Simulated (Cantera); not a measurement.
Input (Python, Cantera):

```python
import numpy as np
import cantera as ct

gas = ct.Solution("gri30.yaml")
gas.TPX = 400, 13332, {'CO': 1, 'H2': 0.26, 'CH4': 0.2, 'O2': 0.736, 'N2': 2.77}
flame = ct.FreeFlame(gas, width=0.16)
flame.set_refine_criteria(ratio=3, slope=0.08, curve=0.16)
flame.transport_model = "mixture-averaged"
flame.solve(loglevel=0, auto=True)
z, T = flame.grid, flame.T
thick = (T[-1] - T[0]) / np.gradient(T, z).max()
show = ['CO', 'H2', 'CH4', 'OH', 'HO2', 'C2H']
print(f"laminar burning velocity  {flame.velocity[0] * 100:.3f} cm/s")
print(f"burnt temperature         {T[-1]:.1f} K")
print(f"thermal thickness         {thick * 1e3:.4f} mm")
print(f"grid points               {len(z)}")
z0 = z[flame.heat_release_rate.argmax()]
print(f"{'z/mm':>9s}{'T/K':>9s}{'u/(m/s)':>9s}" + "".join(f"{s:>11s}" for s in show))
rows = []
for k in (-3, -2, -1.5, -1, -0.5, -0.25, 0, 0.25, 0.5, 1, 2, 4, 8):
    zz = z0 + k * thick
    rows.append([k * thick, np.interp(zz, z, T), np.interp(zz, z, flame.velocity),
                 *(np.interp(zz, z, flame.X[gas.species_index(s)]) for s in show)])
    print(f"{rows[-1][0] * 1e3:9.3f}{rows[-1][1]:9.1f}{rows[-1][2]:9.3f}" + "".join(f"{x:11.3e}" for x in rows[-1][3:]))
```

Output:

```
laminar burning velocity  176.933 cm/s
burnt temperature         2267.8 K
thermal thickness         2.3410 mm
grid points               183
     z/mm      T/K  u/(m/s)         CO         H2        CH4         OH        HO2        C2H
   -7.023    400.0    1.769  2.014e-01  5.235e-02  4.027e-02  1.751e-14  4.455e-10 -6.869e-37
   -4.682    400.0    1.769  2.014e-01  5.234e-02  4.027e-02  1.616e-12  6.292e-08 -2.240e-35
   -3.512    400.1    1.770  2.014e-01  5.230e-02  4.028e-02  1.335e-09  2.023e-06  3.094e-30
   -2.341    405.0    1.791  2.013e-01  5.205e-02  4.028e-02  5.436e-06  6.742e-05  7.351e-24
   -1.171    575.6    2.546  1.968e-01  5.013e-02  3.881e-02  2.770e-04  5.799e-05  5.303e-16
   -0.585    872.4    3.879  1.950e-01  4.761e-02  3.000e-02  4.200e-04  2.795e-05  1.926e-12
    0.000   1305.8    5.841  1.953e-01  4.056e-02  8.327e-03  2.583e-03  3.106e-05  2.131e-09
    0.585   1491.8    6.660  1.791e-01  2.754e-02  5.094e-04  5.124e-03  4.944e-06  1.242e-09
    1.171   1546.3    6.860  1.593e-01  2.183e-02  1.535e-05  6.025e-03  2.154e-06  2.994e-11
    2.341   1604.1    7.042  1.353e-01  2.203e-02  1.752e-08  6.677e-03  1.348e-06  1.437e-14
    4.682   1663.1    7.240  1.222e-01  2.400e-02  4.908e-13  7.183e-03  9.939e-07  1.647e-19
    9.364   1730.5    7.492  1.214e-01  2.426e-02  5.342e-16  7.713e-03  8.432e-07  3.541e-23
   18.728   1817.9    7.819  1.229e-01  2.367e-02  2.797e-16  8.207e-03  7.009e-07  5.572e-23
```

Cantera simulation using GRI-Mech 3.0 (53 species, 325 reactions); the numbers are that mechanism's predictions, not measurements. Burning velocities carry a grid error of a few per cent, more on coarse grids.
